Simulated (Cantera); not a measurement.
## Fe(CO)₅ + O₂ + H₂ (iron carbonyl, mercury and lead vapours)

Input: 1 mol Fe(CO)₅, a varied amount of O₂, 2.7 mol H₂, held at 1473 K and 0.133 bar.

Method: chemical equilibrium by Gibbs-energy minimisation in Cantera with the NASA 1993 tables (ideal gas, pure condensed phases). Candidate condensed phases: C, C₆H₆, C₇H₈, C₈H₁₈, Fe, Fe(CO)₅, FeO, Fe(OH)₂, Fe(OH)₃, Fe₂O₃, Fe₃O₄, H₂O; 114 gas species. Mutual solubility and eutectic melting of coexisting phases are not modelled. The tables' stoichiometric FeO is somewhat more stable than real wüstite, so its field is too wide. FeO: taken at fixed stoichiometry. Rates play no part.

From 0.048 mol O₂ to 0.63 mol O₂ the condensed part is Fe(γ). From 0.83 mol O₂ to 1.1 mol O₂ the condensed part is Fe(γ) + FeO(s). At 1.5 mol O₂ the condensed part is FeO(s). The main Fe-bearing gas is Fe at 0.048 mol O₂ and Fe(OH)₂ at 1.5 mol O₂.

```csv
n(O₂) (mol),x CO,x H₂,x H₂O,x CO₂,n Fe(γ),n FeO(s)
0.048,0.644,0.344,0.00709,0.00537,1.000,0
0.064,0.642,0.341,0.00944,0.00718,1.000,0
0.085,0.640,0.338,0.0125,0.00957,1.000,0
0.11,0.637,0.334,0.0161,0.0124,1.000,0
0.15,0.632,0.329,0.0219,0.0170,1.000,0
0.2,0.626,0.322,0.0291,0.0229,1.000,0
0.27,0.618,0.312,0.0389,0.0312,1.000,0
0.35,0.608,0.301,0.0500,0.0409,1.000,0
0.47,0.593,0.284,0.0662,0.0558,1.000,0
0.63,0.573,0.264,0.0871,0.0765,1.000,0
0.83,0.558,0.249,0.101,0.0918,0.828,0.172
1.1,0.558,0.249,0.101,0.0918,0.288,0.712
1.5,0.522,0.218,0.132,0.128,0,1.000
```
x: gas mole fraction; n: condensed amount in mol.
